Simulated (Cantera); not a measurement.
Cantera run, input and output.

```python
import numpy as np
import cantera as ct

gas = ct.Solution("gri30.yaml")
gas.TPX = 1900, 2666, {'C3H8': 2.5, 'H2': 110}
inlet = ct.Reservoir(gas, clone=True)

reactor = ct.IdealGasConstPressureReactor(gas, energy="off", clone=False)
exhaust = ct.Reservoir(gas, clone=True)
tau = [0.35, 0.16, 0.071, 0.032, 0.014, 0.0065, 0.0029, 0.0013, 0.00059][0]
for a, b in ((inlet, reactor), (reactor, exhaust)):
    ct.MassFlowController(a, b, mdot=lambda t: reactor.mass / tau)
net = ct.ReactorNet([reactor])
show = ['C3H8', 'H2', 'C2H4', 'C2H2', 'CH2']

rows = []
print(f"{'tau/s':>10s}{'T/K':>9s}" + "".join(f"{s:>11s}" for s in show))
for tau in [0.35, 0.16, 0.071, 0.032, 0.014, 0.0065, 0.0029, 0.0013, 0.00059]:
    net.initial_time = 0.0
    net.advance(30 * tau)
    before = gas.X
    net.advance(40 * tau)
    drift = np.max(np.abs(gas.X - before) / (gas.X + 1e-9))
    rows.append([gas.T, *gas[show].X, drift])
    print(f"{tau:10.3e}{gas.T:9.1f}" + "".join(f"{x:11.3e}" for x in gas[show].X))
```

Result:

```
     tau/s      T/K       C3H8         H2       C2H4       C2H2        CH2
 3.500e-01   1900.0  1.297e-06  9.609e-01  3.238e-05  2.799e-02  2.757e-06
 1.600e-01   1900.0  2.872e-06  9.595e-01  5.811e-05  2.663e-02  3.677e-06
 7.100e-02   1900.0  6.501e-06  9.575e-01  1.124e-04  2.485e-02  4.854e-06
 3.200e-02   1900.0  1.431e-05  9.553e-01  2.166e-04  2.284e-02  6.247e-06
 1.400e-02   1900.0  3.202e-05  9.530e-01  4.231e-04  2.065e-02  7.933e-06
 6.500e-03   1900.0  6.697e-05  9.510e-01  7.795e-04  1.866e-02  9.652e-06
 2.900e-03   1900.0  1.450e-04  9.494e-01  1.470e-03  1.657e-02  1.149e-05
 1.300e-03   1900.0  3.127e-04  9.483e-01  2.707e-03  1.429e-02  1.327e-05
 5.900e-04   1900.0  6.668e-04  9.480e-01  4.662e-03  1.147e-02  1.503e-05
```

Cantera simulation using GRI-Mech 3.0 (53 species, 325 reactions); the numbers are that mechanism's predictions, not measurements. GRI-Mech 3.0 was tuned for natural gas; its chemistry of propane as a main component is partial and can be far from experiment. GRI-Mech 3.0 stops at C3 and has no aromatics, soot or wall deposition, so with more carbon than oxygen in the feed, carbon stays in small species such as C2H2 where larger ones or solid carbon would form. Radical loss at walls, strong at low pressure, is not modelled.
